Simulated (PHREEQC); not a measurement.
## Metal-bearing waste water

A solution holds 0.0014 mol/kgw ZnSO4, 0.00048 mol/kgw MgSO4, 0.00084 mol/kgw NaF and 0.21 mol/kgw Na2SO4, at 25 °C. Closed to the air; pH follows from the charge balance.

The numbers come from PHREEQC with the ion-association model, wateq4f.dat.

Each row changes one thing in this solution. No solid was allowed to form.

```tsv
case	pH	ionic strength (mol/kgw)	SO4-2 (mol/kgw)	NaSO4- (mol/kgw)	F- (mol/kgw)	MgSO4 (mol/kgw)	SI of Mirabilite (Na2SO4:10H2O)	SI of Epsomite (MgSO4:7H2O)
as made	6.82	0.517	0.152	0.0576	0.000773	0.000311	-1.62	-3.71
ZnSO4 replaced by Cs2SO4 at the same molality	7.30	0.520	0.154	0.0580	0.000774	0.000312	-1.62	-3.71
0.02 mol/kgw Ag2SO4 added	6.80	0.546	0.157	0.0582	0.000758	0.000311	-1.62	-3.71
temperature from 25 to 90 °C	6.25	0.506	0.147	0.0632	0.000778	0.000398	-4.27	-4.58
MgSO4 from 0.00048 to 0.00024 mol/kgw	6.82	0.517	0.152	0.0576	0.000774	0.000156	-1.62	-4.02
temperature from 25 to 55 °C	6.50	0.510	0.149	0.0613	0.000775	0.000364	-2.96	-4.14
0.08 mol/kgw H2SO4 added	1.50	0.542	0.125	0.0479	3.03e-5	0.000288	-1.70	-3.75
0.027 mol/kgw HNO3 added	2.31	0.514	0.137	0.0528	0.000161	0.000302	-1.65	-3.73
```

Some of these states are supersaturated (in Zincite(c) (slow to form), for instance). At this temperature some constants are extrapolated from 25 °C, and those without enthalpy data are left unchanged.
